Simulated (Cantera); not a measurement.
Mixture: CH4 : O2 : N2 = 1 : 3.23 : 12.1 (molar parts), equivalence ratio 0.62, at 1000000 Pa, adiabatic and at constant volume. Ignition delay is the time to a rise of 400 K.

Model: GRI-Mech 3.0 (53 species, 325 reactions), integrated in Cantera.

Problem. What does this change do: 0.066 parts C2H6 added?

Solution. 
```csv
quantity,before,after
delay at 1250 K,2.00 ms,0.715 ms
delay at 1400 K,0.387 ms,0.156 ms
delay at 1550 K,93.9 µs,41.0 µs
delay at 1700 K,28.1 µs,12.9 µs
delay at 1850 K,10.3 µs,5.08 µs
apparent activation energy between 1775 and 1925 K,170 kJ/mol,160 kJ/mol
```
